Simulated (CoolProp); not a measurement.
R143a at several states: Z from the reference equation and from simpler models built on Tc = 345.9 K, pc = 3.762 MPa, ω = 0.261; each cubic takes its own stable root.

Values from CoolProp's reference Helmholtz-energy equation of state, Lemmon and Jacobsen 2000.

```csv
T (K),p (MPa),phase,reference,Soave-Redlich-Kwong,Peng-Robinson
201.9,2.34,liquid,0.09489,?,0.09942
204.4,0.85,liquid,?,0.04052,?
370.1,0.335,gas,0.9736,?,0.9725
178.5,0.276,liquid,0.01212,0.01441,?
170.7,0.136,liquid,?,?,0.006527
```

Task: What belongs in the gaps?

Result: 
- 201.9, Soave-Redlich-Kwong: 0.1121
- 204.4, reference: 0.03431
- 204.4, Peng-Robinson: 0.03593
- 370.1, Soave-Redlich-Kwong: 0.9756
- 178.5, Peng-Robinson: 0.01281
- 170.7, reference: 0.006156
- 170.7, Soave-Redlich-Kwong: 0.007340
